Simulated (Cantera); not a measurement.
Input (Python, Cantera):

```python
import numpy as np
import cantera as ct

gas = ct.Solution("gri30.yaml")
gas.TPX = 1198, 1333, {'H2': 0.071, 'O2': 1.7}
reactor = ct.IdealGasConstPressureReactor(gas, energy="off", clone=False)
net = ct.ReactorNet([reactor])
net.rtol, net.atol = 1e-08, 1e-18
show = ['H2', 'O2', 'H2O2', 'H', 'HO2', 'OH', 'O']
times = np.geomspace(1e-05, 200, 11)

steps = ct.SolutionArray(gas, extra=["t"])
rows = []
print(f"{'t/s':>10s}{'T/K':>9s}{'P/Pa':>11s}" + "".join(f"{s:>11s}" for s in show))
for t in times:
    while net.time < t:
        t_next = net.step()
        steps.append(gas.state, t=t_next)
    rows.append([np.interp(t, steps.t, y) for y in (steps.T, steps.P, *steps(*show).X.T)])
    print(f"{t:10.3e}{rows[-1][0]:9.1f}{rows[-1][1]:11.4g}" + "".join(f"{x:11.3e}" for x in rows[-1][2:]))
rate = np.gradient(steps.T, steps.t)
print("integrator steps:", len(steps.t))
if steps.T.max() > steps.T[0] + 200:
    print(f"time of steepest temperature rise: {steps.t[rate.argmax()]:.4e} s")
gas.TPX = 1198, 1333, {'H2': 0.071, 'O2': 1.7}
gas.equilibrate("TP")
print(f"equilibrium (TP): T = {gas.T:.1f} K  " + "  ".join(f"{s} {gas[s].X[0]:.3e}" for s in show))
```

It prints:

```
       t/s      T/K       P/Pa         H2         O2       H2O2          H        HO2         OH          O
 1.000e-05   1198.0       1333  4.009e-02  9.599e-01  5.431e-15  3.058e-10  3.403e-10  3.509e-11  3.581e-11
 5.372e-05   1198.0       1333  4.009e-02  9.599e-01  1.566e-13  1.213e-09  1.830e-09  7.056e-10  7.837e-10
 2.885e-04   1198.0       1333  4.009e-02  9.599e-01  4.504e-12  7.834e-09  9.866e-09  1.182e-08  1.665e-08
 1.550e-03   1198.0       1333  4.003e-02  9.599e-01  1.983e-10  1.315e-05  1.746e-07  2.237e-05  3.377e-05
 8.326e-03   1198.0       1333  5.334e-04  9.304e-01  6.932e-08  4.768e-03  2.898e-06  2.698e-03  2.569e-02
 4.472e-02   1198.0       1333  2.781e-04  9.448e-01  7.020e-08  1.700e-03  2.376e-06  1.958e-03  1.282e-02
 2.402e-01   1198.0       1333  3.599e-05  9.571e-01  4.715e-08  7.649e-05  9.276e-07  7.084e-04  1.615e-03
 1.290e+00   1198.0       1333  1.923e-06  9.589e-01  1.254e-08  9.586e-07  1.225e-07  1.653e-04  8.690e-05
 6.931e+00   1198.0       1333  1.396e-07  9.591e-01  2.052e-09  1.910e-08  1.390e-08  4.486e-05  6.380e-06
 3.723e+01   1198.0       1333  1.675e-08  9.591e-01  3.412e-10  8.034e-10  6.095e-09  1.560e-05  7.716e-07
 2.000e+02   1198.0       1333  4.721e-09  9.591e-01  1.144e-10  1.211e-10  8.687e-09  8.292e-06  2.181e-07
integrator steps: 2086
equilibrium (TP): T = 1198.0 K  H2 4.439e-09  O2 9.591e-01  H2O2 1.088e-10  H 1.104e-10  HO2 8.904e-09  OH 8.041e-06  O 2.051e-07
```

Detailed kinetics in Cantera: GRI-Mech 3.0 (53 species, 325 reactions). Radical loss at walls, strong at low pressure, is not modelled. The temperature is held fixed by assumption; the heat of reaction is taken as removed at once.
